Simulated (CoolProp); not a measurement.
Vapour-liquid equilibrium of methane (1) + ethylene (2) at 0.499 MPa; x and y are mole fractions of (1).

Values from CoolProp's multi-fluid Helmholtz-energy mixture model, Setzmann 1991 and Smukala 2000; pair parameters Bell 2016.

| x | bubble temperature (°C) | y at the bubble point | dew temperature at overall composition x (°C) | liquid density (mol/L) |
|---|---|---|---|---|
| 0.05 | -83.2 | 0.411 | -72.2 | 19.21 |
| 0.15 | -102.3 | 0.788 | -74.9 | 20.44 |
| 0.25 | -113.8 | 0.904 | -77.9 | 21.28 |
| 0.35 | -120.7 | 0.946 | -81.1 | 21.88 |
| 0.45 | -125.3 | 0.966 | -84.7 | 22.36 |
| 0.55 | -128.5 | 0.977 | -88.8 | 22.76 |
| 0.65 | -131.0 | 0.984 | -93.6 | 23.10 |
| 0.75 | -133.0 | 0.989 | -99.5 | 23.41 |
| 0.85 | -135.0 | 0.994 | -107.6 | 23.67 |
| 0.95 | -136.9 | 0.998 | -121.5 | 23.90 |

No azeotrope shows between x = 0.05 and 0.95.

The pair parameters rest on a limited set of measurements; away from them the model extrapolates. The gap from Raoult's law changes sign with composition, which may be real or a fault of the pair parameters; it wasn't checked against measurements.
